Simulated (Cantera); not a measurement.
# Stirred combustor or abatement burner

A perfectly stirred reactor is fed with CH₄ : CO : O₂ : N₂ = 1 : 0.44 : 2.02 : 7.59 (molar parts), at 1600000 Pa; it is adiabatic with a 400 K inlet, and is followed from long to short residence time, starting on the burning branch (τ in s: 0.051, 0.025, 0.012, 0.0061, 0.003, 0.0015, 0.00074, 0.00037, 0.00018, 8.9e-05).

Detailed kinetics in Cantera: GRI-Mech 3.0 (53 species, 325 reactions). The pressure lies above the range GRI-Mech 3.0 was tuned for (to about 10 atm).

```csv
τ (s),T (K),x CH₄,x CO,x O₂,x H₂O,x NO,x N₂O,x C₂H₂
0.051,2333,3.53e-6,0.0289,0.000228,0.172,0.000424,1.01e-7,3.66e-9
0.025,2332,6.44e-6,0.0290,0.000287,0.172,0.000414,1.09e-7,1.15e-8
0.012,2330,1.13e-5,0.0291,0.000397,0.172,0.000403,1.24e-7,3.29e-8
0.0061,2326,1.79e-5,0.0294,0.000568,0.171,0.000395,1.44e-7,7.60e-8
0.0030,2320,2.80e-5,0.0298,0.000857,0.171,0.000388,1.75e-7,1.62e-7
0.0015,2312,4.24e-5,0.0305,0.00130,0.170,0.000381,2.14e-7,3.10e-7
0.00074,2300,6.47e-5,0.0315,0.00198,0.170,0.000370,2.63e-7,5.73e-7
0.00037,2283,9.97e-5,0.0330,0.00296,0.169,0.000351,3.16e-7,1.03e-6
0.00018,2259,0.000162,0.0351,0.00446,0.167,0.000318,3.70e-7,1.92e-6
8.9e-5,2226,0.000275,0.0380,0.00663,0.166,0.000270,4.14e-7,3.75e-6
```
x: mole fraction; the columns are a selection and need not sum to one.
